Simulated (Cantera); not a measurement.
Input: 1 mol C6H6, 0.017 mol NH3, 0.36 mol N2, equilibrated at 798 K.

Method: chemical equilibrium by Gibbs-energy minimisation in Cantera with the NASA 1993 tables (ideal gas, pure condensed phases). Candidate condensed phases: C, C6H6, C7H8, C8H18; 92 gas species. The ideal-gas law is rough above about 30 bar. The numbers say what is thermodynamically allowed, not how fast it happens.

What share of the C ends up in condensed phases as a function of P (Pa), at 10, 46, 220, 1000, 4600, 22000, 100000, 460000, 2200000, 10000000?


```
P (Pa)    C condensed (%)           as
--------  ---------------  -----------
10                  100.0  C(graphite)
46                  100.0  C(graphite)
220                  99.9  C(graphite)
1000                 99.4  C(graphite)
4600                 97.6  C(graphite)
22000                92.3  C(graphite)
100000               85.3  C(graphite)
460000               80.1  C(graphite)
2200000              77.3  C(graphite)
10000000             76.0  C(graphite)
```
